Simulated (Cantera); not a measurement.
A closed system holds: 1 mol Si, 0.017 mol N2O, 8.2 mol N2, 0.028 mol CO2, equilibrated at 1875 K and 13300 Pa.

Cantera equilibrium calculation (NASA polynomials, part measured and part estimated; ideal gas, pure solids and liquids). Candidate condensed phases: C, Si, SiC, SiO2, Si2N2O, Si3N4; 34 gas species. Mutual solubility and eutectic melting of coexisting phases are not modelled. The numbers say what is thermodynamically allowed, not how fast it happens.

Base state: N2 0.992, SiO 0.00458, CO 0.00366, Si 2.44e-5 (mole fractions); condensed: Si2N2O(s) + Si3N4(s).

Question: What changes in the equilibrium state with this change: temperature from 1875 K to 1250 K?

Answer: 
| species | before | after |
|---|---|---|
| N2 | 0.992 | 1.000 |
| CO | 0.00366 | 1.77e-6 |
| SiO | 0.00458 | <1e-9 |
| Si | 2.44e-5 | <1e-9 |
| Si2N2O(s), mol | 0.01000 | 0.0730 |
| Si3N4(s), mol | 0.315 | 0.285 |
| C(graphite), mol | 0 | 0.0280 |

Question: What changes in the equilibrium state with this change: pressure from 13300 Pa to 1330 Pa?

Answer: 
| species | before | after |
|---|---|---|
| N2 | 0.992 | 0.990 |
| SiO | 0.00458 | 0.00756 |
| CO | 0.00366 | 0.00124 |
| Si2C | 2.39e-7 | 1.06e-5 |
| Si | 2.44e-5 | 0.000679 |
| Si2N | 1.69e-6 | 4.15e-5 |
| SiN | 3.18e-6 | 2.80e-5 |
| Si2N2O(s), mol | 0.01000 | 0 |
| Si3N4(s), mol | 0.315 | 0 |
| Si(l), mol | 0 | 0.913 |
| SiC(s), mol | 0 | 0.0176 |
The tables' values for SiN are old estimates; treat these amounts as uncertain.
